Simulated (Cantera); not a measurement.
Feed: 1 mol Cr, 0.037 mol H2O, 7.5 mol N2, 13 mol N2O, equilibrated at 26.0 Pa.

Method: chemical equilibrium by Gibbs-energy minimisation in Cantera with the NASA 1993 tables (ideal gas, pure condensed phases). Candidate condensed phases: Cr, CrN, Cr2N, Cr2O3, H2O; 29 gas species. Kinetics and transport are ignored.

Q: Which condensed phases are stable at each of these points (T (°C)): 575, 725, 875, 1025, 1175, 1325, 1475, 1625, 1775, 1925, 2075, 2225, 2375, 2525?

A: 
| T (°C) | condensed phases | Cr condensed (%) |
|---|---|---|
| 575 | Cr2O3(s) | 100.0 |
| 725 | Cr2O3(s) | 100.0 |
| 875 | Cr2O3(s) | 100.0 |
| 1025 | Cr2O3(s) | 100.0 |
| 1175 | Cr2O3(s) | 100.0 |
| 1325 | Cr2O3(s) | 100.0 |
| 1475 | Cr2O3(s) | 99.5 |
| 1625 | Cr2O3(s) | 93.7 |
| 1775 | Cr2O3(s) | 40.6 |
| 1925 | gas only | 0.0 |
| 2075 | gas only | 0.0 |
| 2225 | gas only | 0.0 |
| 2375 | gas only | 0.0 |
| 2525 | gas only | 0.0 |

From 575 °C to 1775 °C the condensed part is Cr2O3(s). From 1925 °C to 2525 °C nothing is condensed.
